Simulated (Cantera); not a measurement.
Feed: 1 mol SiF4, 0.79 mol O2, 3.4 mol H2, equilibrated at 2073 K and 77.0 Pa.

Method: chemical equilibrium by Gibbs-energy minimisation in Cantera with the NASA 1993 tables (ideal gas, pure condensed phases). Candidate condensed phases: H2O, Si, SiO2; 38 gas species. The tables' values for SiO2, SiF3, SiF2 are old estimates; treat these amounts as uncertain. Rates play no part.

### Question
What is the equilibrium state?

### Answer
x(HF): 0.613
x(SiO): 0.153
x(H2): 0.113
x(H2O): 0.0850
x(H): 0.0318
x(OH): 0.00273
x(O): 0.000553
x(SiO2): 0.000459
x(O2): 0.000178
gas amount: 6.517 mol
log10 activity of Si(l) (absent): -7.05
